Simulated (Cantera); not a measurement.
Input (Python, Cantera) and output of one run.

```python
import numpy as np
import cantera as ct

gas_names = """
    C CH CH2 CH3 CH2OH CH3O CH4 CH3OH CO CO2 COOH C2 C2H CHCO,ketyl C2H2,acetylene C2H2,vinylidene
    CH2CO,ketene C2H3,vinyl CH3CO,acetyl C2H4 C2H4O,ethylen CH3CHO,ethanal CH3COOH (HCOOH)2 C2H5 C2H6
    CH3OCH3 C2H5OH C2O C3 C3H3,propargyl C3H4,allene C3H4,propyne C3H4,cyclo- C3H5,allyl C3H6,propylene
    C3H6,cyclo- C3H6O C3H7,n-propyl C3H7,i-propyl C3H8 C3H8O,1propanol C3H8O,2propanol C3O2 C4 C4H2
    C4H4,1,3-cyclo- C4H6,butadiene C4H6,2-butyne C4H6,cyclo- C4H8,1-butene C4H8,cis2-buten
    C4H8,tr2-butene C4H8,isobutene C4H8,cyclo- (CH3COOH)2 C4H9,n-butyl C4H9,i-butyl C4H9,s-butyl
    C4H9,t-butyl C4H10,isobutane C4H10,n-butane C5 C5H6,1,3cyclo- C5H8,cyclo- C5H10,1-pentene
    C5H10,cyclo- C5H11,pentyl C5H11,t-pentyl C5H12,n-pentane C5H12,i-pentane CH3C(CH3)2CH3 C6H2
    C6H5,phenyl C6H5O,phenoxy C6H6 C6H5OH,phenol C6H10,cyclo- C6H12,1-hexene C6H12,cyclo- C6H13,n-hexyl
    C7H7,benzyl C7H8 C7H8O,cresol C7H14,1-heptene C7H15,n-heptyl C7H16,n-heptane C8H8,styrene
    C8H10,ethylbenz C8H16,1-octene C8H17,n-octyl C8H18,isooctane C8H18,n-octane C9H19,n-nonyl
    C10H8,naphthale C10H21,n-decyl C12H9,o-bipheny C12H10,bipheny H HCO HO2 H2 HCHO,formaldehy HCOOH H2O
    H2O2 O OH O2 O3
""".split()
cond_names = """
    C(gr) C6H6(L) C7H8(L) C8H18(L),n-octa H2O(s) H2O(L)
""".split()


def load(file, names, dense=False):
    # The tables refer to 1 bar. Condensed volumes are neglected.
    table = {s.name: s for s in ct.Species.list_from_file(file)}
    out = []
    for n in names:
        d = dict(table[n].input_data)
        d["thermo"] = dict(d["thermo"], **{"reference-pressure": 1e5})
        if dense:
            d["equation-of-state"] = {"model": "constant-volume", "density": "1e6 g/cm^3"}
        out.append(ct.Species.from_dict(d))
    return out


gas = ct.Solution(thermo="ideal-gas", species=load("nasa_gas.yaml", gas_names))
cond = {s.name: ct.Solution(thermo="fixed-stoichiometry", species=[s], name=s.name)
        for s in load("nasa_condensed.yaml", cond_names, dense=True)}
atoms = {
    'C2H6': {'C': 2, 'H': 6},
    'H2O': {'H': 2, 'O': 1},
}
top_T = {'C(gr)': 4500}  # K; cautious upper limits of use, not melting points


def equilibrate(T, P, feed):
    n = {}
    for name, mol in feed.items():
        for a, k in atoms[name].items():
            n[a] = n.get(a, 0.0) + k * mol
    gas.TPX = T, P, n
    mass = sum(n.values()) * gas.mean_molecular_weight
    gas.equilibrate("TP")
    valid = [c for c in cond.values() if c.min_temp <= T <= top_T.get(c.name, c.max_temp)]
    mix = ct.Mixture([(gas, mass / gas.mean_molecular_weight)] + [(c, 0.0) for c in valid])
    mix.T, mix.P = T, P
    mix.equilibrate("TP", solver="vcs", rtol=1e-11, max_steps=5000)
    return mix


results = []
feed = {'C2H6': 1, 'H2O': 0.15}  # mol
for P in [10, 46, 220, 1000, 4600, 22000, 100000, 460000, 2200000, 10000000]:
    for T in [2098, 2198, 2298, 2398, 2498, 2598, 2698, 2798, 2898, 2998]:
        mix = equilibrate(T, P, feed)
        results.append((T, P, feed, dict(zip(mix.species_names, mix.species_moles))))

for T, P, feed, n in results:
    print(f"{T:7g} {P:10.4g}  " + (" + ".join(c for c in cond_names if n.get(c, 0) > 1e-12) or "gas only"))
```

Result:

```
   2098         10  C(gr)
   2198         10  C(gr)
   2298         10  C(gr)
   2398         10  C(gr)
   2498         10  C(gr)
   2598         10  C(gr)
   2698         10  gas only
   2798         10  gas only
   2898         10  gas only
   2998         10  gas only
   2098         46  C(gr)
   2198         46  C(gr)
   2298         46  C(gr)
   2398         46  C(gr)
   2498         46  C(gr)
   2598         46  C(gr)
   2698         46  C(gr)
   2798         46  C(gr)
   2898         46  gas only
   2998         46  gas only
   2098        220  C(gr)
   2198        220  C(gr)
   2298        220  C(gr)
   2398        220  C(gr)
   2498        220  C(gr)
   2598        220  C(gr)
   2698        220  C(gr)
   2798        220  C(gr)
   2898        220  C(gr)
   2998        220  gas only
   2098       1000  C(gr)
   2198       1000  C(gr)
   2298       1000  C(gr)
   2398       1000  C(gr)
   2498       1000  C(gr)
   2598       1000  C(gr)
   2698       1000  C(gr)
   2798       1000  C(gr)
   2898       1000  C(gr)
   2998       1000  C(gr)
   2098       4600  C(gr)
   2198       4600  C(gr)
   2298       4600  C(gr)
   2398       4600  C(gr)
   2498       4600  C(gr)
   2598       4600  C(gr)
   2698       4600  C(gr)
   2798       4600  C(gr)
   2898       4600  C(gr)
   2998       4600  C(gr)
   2098    2.2e+04  C(gr)
   2198    2.2e+04  C(gr)
   2298    2.2e+04  C(gr)
   2398    2.2e+04  C(gr)
   2498    2.2e+04  C(gr)
   2598    2.2e+04  C(gr)
   2698    2.2e+04  C(gr)
   2798    2.2e+04  C(gr)
   2898    2.2e+04  C(gr)
   2998    2.2e+04  C(gr)
   2098      1e+05  C(gr)
   2198      1e+05  C(gr)
   2298      1e+05  C(gr)
   2398      1e+05  C(gr)
   2498      1e+05  C(gr)
   2598      1e+05  C(gr)
   2698      1e+05  C(gr)
   2798      1e+05  C(gr)
   2898      1e+05  C(gr)
   2998      1e+05  C(gr)
   2098    4.6e+05  C(gr)
   2198    4.6e+05  C(gr)
   2298    4.6e+05  C(gr)
   2398    4.6e+05  C(gr)
   2498    4.6e+05  C(gr)
   2598    4.6e+05  C(gr)
   2698    4.6e+05  C(gr)
   2798    4.6e+05  C(gr)
   2898    4.6e+05  C(gr)
   2998    4.6e+05  C(gr)
   2098    2.2e+06  C(gr)
   2198    2.2e+06  C(gr)
   2298    2.2e+06  C(gr)
   2398    2.2e+06  C(gr)
   2498    2.2e+06  C(gr)
   2598    2.2e+06  C(gr)
   2698    2.2e+06  C(gr)
   2798    2.2e+06  C(gr)
   2898    2.2e+06  C(gr)
   2998    2.2e+06  C(gr)
   2098      1e+07  C(gr)
   2198      1e+07  C(gr)
   2298      1e+07  C(gr)
   2398      1e+07  C(gr)
   2498      1e+07  C(gr)
   2598      1e+07  C(gr)
   2698      1e+07  C(gr)
   2798      1e+07  C(gr)
   2898      1e+07  C(gr)
   2998      1e+07  C(gr)
```

Method: chemical equilibrium by Gibbs-energy minimisation in Cantera with the NASA 1993 tables (ideal gas, pure condensed phases). The ideal-gas law is rough above about 30 bar.
